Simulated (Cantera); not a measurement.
Cantera run:

```python
import numpy as np
import cantera as ct

gas_names = """
    CL CL2 H HCL H2 Si SiCL SiCL2 SiCL3 SiCL4 SiH SiHCL3 SiH2 SiH2CL2 SiH3 SiH3CL SiH4 Si2 Si3
""".split()
cond_names = """
    Si(cr) Si(L)
""".split()


# ... load() reads the species with a 1 bar reference pressure and builds the phases ...
atoms = {
    'SiCl4': {'Si': 1, 'CL': 4},
    'Cl2': {'CL': 2},
    'H2': {'H': 2},
}
top_T = {}  # K; cautious upper limits of use, not melting points


# ... equilibrate(T, P, feed) seeds the gas with the atoms and calls Mixture.equilibrate('TP', solver="vcs", rtol=1e-11, max_steps=5000) ...
results = []
feed = {'SiCl4': 1, 'Cl2': 0.68, 'H2': 15}  # mol
P = 100000  # Pa
for T in [500, 600, 700, 800, 900, 1000, 1100, 1200, 1300, 1400, 1500, 1600, 1700]:
    mix = equilibrate(T, P, feed)
    results.append((T, P, feed, dict(zip(mix.species_names, mix.species_moles))))
    x = sorted(zip(gas.X, gas.species_names), reverse=True)
    print(f"T = {T:g} K  P = {P:g} Pa  gas = {mix.phase_moles(0):.4g} mol")
    print("   x: " + "  ".join(f"{s} {v:.3e}" for v, s in x if v > 1e-06))
    print("   condensed (mol): " + ("  ".join(f"{mix.phase(i).name} {mix.phase_moles(i):.4g}"
          for i in range(1, mix.n_phases) if mix.phase_moles(i) > 1e-12) or "none"))
```

Result:

```
T = 500 K  P = 100000 Pa  gas = 16.68 mol
   x: H2 8.585e-01  HCL 8.154e-02  SiCL4 5.995e-02  SiHCL3 1.005e-06
   condensed (mol): none
T = 600 K  P = 100000 Pa  gas = 16.68 mol
   x: H2 8.585e-01  HCL 8.155e-02  SiCL4 5.993e-02  SiHCL3 1.735e-05
   condensed (mol): none
T = 700 K  P = 100000 Pa  gas = 16.68 mol
   x: H2 8.584e-01  HCL 8.166e-02  SiCL4 5.982e-02  SiHCL3 1.285e-04
   condensed (mol): none
T = 800 K  P = 100000 Pa  gas = 16.68 mol
   x: H2 8.580e-01  HCL 8.210e-02  SiCL4 5.939e-02  SiHCL3 5.610e-04
   condensed (mol): none
T = 900 K  P = 100000 Pa  gas = 16.68 mol
   x: H2 8.568e-01  HCL 8.325e-02  SiCL4 5.824e-02  SiHCL3 1.702e-03  SiCL3 7.650e-06  SiH2CL2 4.720e-06
   condensed (mol): none
T = 1000 K  P = 100000 Pa  gas = 16.68 mol
   x: H2 8.544e-01  HCL 8.560e-02  SiCL4 5.591e-02  SiHCL3 3.933e-03  SiCL3 7.401e-05  SiH2CL2 2.984e-05  SiCL2 2.373e-06
   condensed (mol): none
T = 1100 K  P = 100000 Pa  gas = 16.68 mol
   x: H2 8.505e-01  HCL 8.959e-02  SiCL4 5.203e-02  SiHCL3 7.285e-03  SiCL3 4.415e-04  SiH2CL2 1.223e-04  SiCL2 5.214e-05
   condensed (mol): none
T = 1200 K  P = 100000 Pa  gas = 16.7 mol
   x: H2 8.440e-01  HCL 9.609e-02  SiCL4 4.613e-02  SiHCL3 1.102e-02  SiCL3 1.767e-03  SiCL2 5.939e-04  SiH2CL2 3.448e-04  SiH3CL 2.951e-06
   condensed (mol): none
T = 1300 K  P = 100000 Pa  gas = 16.78 mol
   x: H2 8.327e-01  HCL 1.077e-01  SiCL4 3.731e-02  SiHCL3 1.315e-02  SiCL3 4.802e-03  SiCL2 3.669e-03  SiH2CL2 6.537e-04  SiH3CL 9.134e-06  H 1.010e-06
   condensed (mol): none
T = 1400 K  P = 100000 Pa  gas = 16.96 mol
   x: H2 8.143e-01  HCL 1.267e-01  SiCL4 2.556e-02  SiCL2 1.234e-02  SiHCL3 1.162e-02  SiCL3 8.619e-03  SiH2CL2 7.952e-04  SiH3CL 1.565e-05  H 4.389e-06
   condensed (mol): none
T = 1500 K  P = 100000 Pa  gas = 17.21 mol
   x: H2 7.927e-01  HCL 1.492e-01  SiCL2 2.525e-02  SiCL4 1.396e-02  SiCL3 1.054e-02  SiHCL3 7.685e-03  SiH2CL2 6.727e-04  SiH3CL 1.729e-05  H 1.567e-05  CL 2.377e-06
   condensed (mol): none
T = 1600 K  P = 100000 Pa  gas = 17.41 mol
   x: H2 7.755e-01  HCL 1.670e-01  SiCL2 3.712e-02  SiCL3 9.608e-03  SiCL4 6.127e-03  SiHCL3 4.107e-03  SiH2CL2 4.598e-04  H 4.788e-05  SiH3CL 1.538e-05  CL 8.156e-06  SiCL 1.817e-06  SiH2 1.162e-06
   condensed (mol): none
T = 1700 K  P = 100000 Pa  gas = 17.54 mol
   x: H2 7.653e-01  HCL 1.776e-01  SiCL2 4.502e-02  SiCL3 7.356e-03  SiCL4 2.366e-03  SiHCL3 1.973e-03  SiH2CL2 2.869e-04  H 1.289e-04  CL 2.325e-05  SiH3CL 1.266e-05  SiCL 6.814e-06  SiH2 3.313e-06
   condensed (mol): none
```

Equilibrium computed with Cantera from the NASA thermochemical tables; the gas is ideal and each condensed phase is pure. The tables' values for SiCl3 are old estimates; treat these amounts as uncertain.
